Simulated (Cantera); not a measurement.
Input (Python, Cantera):

```python
import numpy as np
import cantera as ct

gas = ct.Solution("gri30.yaml")
gas.TPX = 1423, 1000000, {'CH4': 0.0042, 'O2': 0.17, 'N2': 1}
reactor = ct.IdealGasConstPressureReactor(gas, energy="off", clone=False)
net = ct.ReactorNet([reactor])
net.rtol, net.atol = 1e-08, 1e-18
show = ['CH4', 'O2', 'H2O', 'NO', 'H2O2']
times = np.geomspace(0.0007, 2, 15)

steps = ct.SolutionArray(gas, extra=["t"])
rows = []
print(f"{'t/s':>10s}{'T/K':>9s}{'P/Pa':>11s}" + "".join(f"{s:>11s}" for s in show))
for t in times:
    while net.time < t:
        t_next = net.step()
        steps.append(gas.state, t=t_next)
    rows.append([np.interp(t, steps.t, y) for y in (steps.T, steps.P, *steps(*show).X.T)])
    print(f"{t:10.3e}{rows[-1][0]:9.1f}{rows[-1][1]:11.4g}" + "".join(f"{x:11.3e}" for x in rows[-1][2:]))
rate = np.gradient(steps.T, steps.t)
print("integrator steps:", len(steps.t))
if steps.T.max() > steps.T[0] + 200:
    print(f"time of steepest temperature rise: {steps.t[rate.argmax()]:.4e} s")
gas.TPX = 1423, 1000000, {'CH4': 0.0042, 'O2': 0.17, 'N2': 1}
gas.equilibrate("TP")
print(f"equilibrium (TP): T = {gas.T:.1f} K  " + "  ".join(f"{s} {gas[s].X[0]:.3e}" for s in show))
```

It prints:

```
       t/s      T/K       P/Pa        CH4         O2        H2O         NO       H2O2
 7.000e-04   1423.0      1e+06  1.013e-05  1.387e-01  7.074e-03  3.835e-09  1.351e-07
 1.236e-03   1423.0      1e+06  6.031e-10  1.382e-01  7.127e-03  2.196e-08  6.875e-08
 2.182e-03   1423.0      1e+06  1.021e-14  1.378e-01  7.136e-03  4.896e-08  3.281e-08
 3.852e-03   1423.0      1e+06  2.505e-15  1.377e-01  7.143e-03  7.436e-08  1.451e-08
 6.800e-03   1423.0      1e+06  1.230e-15  1.376e-01  7.147e-03  9.277e-08  6.056e-09
 1.200e-02   1423.0      1e+06  6.183e-16  1.376e-01  7.150e-03  1.037e-07  2.573e-09
 2.119e-02   1423.0      1e+06  3.229e-16  1.376e-01  7.151e-03  1.092e-07  1.410e-09
 3.742e-02   1423.0      1e+06  2.378e-16  1.376e-01  7.151e-03  1.120e-07  1.134e-09
 6.606e-02   1423.0      1e+06  2.270e-16  1.376e-01  7.151e-03  1.138e-07  1.094e-09
 1.166e-01   1423.0      1e+06  2.223e-16  1.376e-01  7.151e-03  1.157e-07  1.090e-09
 2.059e-01   1423.0      1e+06  2.148e-16  1.376e-01  7.151e-03  1.190e-07  1.090e-09
 3.635e-01   1423.0      1e+06  2.020e-16  1.376e-01  7.151e-03  1.249e-07  1.090e-09
 6.417e-01   1423.0      1e+06  1.813e-16  1.376e-01  7.151e-03  1.352e-07  1.090e-09
 1.133e+00   1423.0      1e+06  1.498e-16  1.376e-01  7.151e-03  1.533e-07  1.090e-09
 2.000e+00   1423.0      1e+06  1.070e-16  1.376e-01  7.151e-03  1.853e-07  1.090e-09
integrator steps: 1624
equilibrium (TP): T = 1423.0 K  CH4 4.328e-35  O2 1.373e-01  H2O 7.151e-03  NO 6.948e-04  H2O2 1.089e-09
```

Cantera simulation using GRI-Mech 3.0 (53 species, 325 reactions); the numbers are that mechanism's predictions, not measurements.
